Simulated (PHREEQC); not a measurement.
Solution (25 °C): 0.0045 mol KH2PO4, 0.00021 mol K2HPO4 and 0.0039 mol KCl per kg of water. Closed to the air; pH follows from the charge balance.

The numbers come from PHREEQC with the ion-association model, phreeqc.dat.

The ionic strength comes out as 0.00903 mol/kgw. What activity coefficients do Cl-, HPO4-2, H2PO4-, K+, H+ get?

Cl- 0.91, HPO4-2 0.68, H2PO4- 0.91, K+ 0.90, H+ 0.92.

Precipitation was switched off in this run. Complexes and solids missing from the database can't appear.
